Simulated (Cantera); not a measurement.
Charge: 1 mol MgO, 4.4 mol SO₂, 5.3 mol O₂, equilibrated at 1302 °C and 9750 Torr.

Cantera equilibrium calculation (NASA polynomials, part measured and part estimated; ideal gas, pure solids and liquids). Candidate condensed phases: Mg, MgO, MgS, MgSO₄, S; 14 gas species. Kinetics and transport are ignored.

Base state: O₂ 0.540, SO₂ 0.431, SO₃ 0.0296 (mole fractions); condensed: MgO(s).

**Question.** What changes in the equilibrium state with this change: pressure from 9750 Torr to 2400 Torr?

**Answer.** 
```
species      before   after
-----------  ------  ------
O₂            0.540   0.543
SO₂           0.431   0.442
SO₃          0.0296  0.0151
MgO(s), mol    1.00    1.00
```

**Question.** What changes in the equilibrium state with this change: temperature from 1302 °C to 1602 °C?

**Answer.** 
| species | before | after |
|---|---|---|
| O₂ | 0.540 | 0.544 |
| SO₂ | 0.431 | 0.446 |
| SO₃ | 0.0296 | 0.00970 |
| O | 2.18e-6 | 4.92e-5 |
| MgO(s), mol | 1.00 | 1.00 |

**Question.** What changes in the equilibrium state with this change: pressure from 9750 Torr to 10.0 Torr?

**Answer.** 
| species | before | after |
|---|---|---|
| O₂ | 0.540 | 0.546 |
| SO₂ | 0.431 | 0.453 |
| SO₃ | 0.0296 | 0.00100 |
| O | 2.18e-6 | 6.85e-5 |
| MgO(s), mol | 1.00 | 1.00 |
